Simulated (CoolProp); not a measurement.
Vapour pressure (MPa) of methanol: the reference equation beside estimates from Tc = 513.4 K, pc = 8.216 MPa, ω = 0.565.

Values from CoolProp's reference Helmholtz-energy equation of state, de Reuck 1993.

```csv
T (K),reference,van der Waals,Redlich-Kwong,Peng-Robinson
389.5,0.5779,2.453,1.369,0.5918
392.3,0.6257,2.539,1.445,0.6410
395,0.6748,2.623,1.521,0.6916
397.7,[?],2.710,1.600,0.7452
400.5,0.7842,2.801,1.685,0.8042
403.2,0.8429,2.891,1.770,0.8644
406,0.9075,[?],[?],0.9306
408.7,0.9733,3.079,1.951,0.9982
411.4,1.043,[?],2.045,1.069
414.2,[?],3.275,[?],1.148
416.9,1.197,3.374,2.245,1.227
```

What belongs in the gaps?


- 397.7, reference: 0.7269
- 406, van der Waals: 2.986
- 406, Redlich-Kwong: 1.861
- 411.4, van der Waals: 3.174
- 414.2, reference: 1.119
- 414.2, Redlich-Kwong: 2.145

Absolute difference from the reference over all 11 rows, mean and median: van der Waals 246.9 and 243.0 %, Redlich-Kwong 110.8 and 110.0 %, Peng-Robinson 2.5 and 2.5 %.
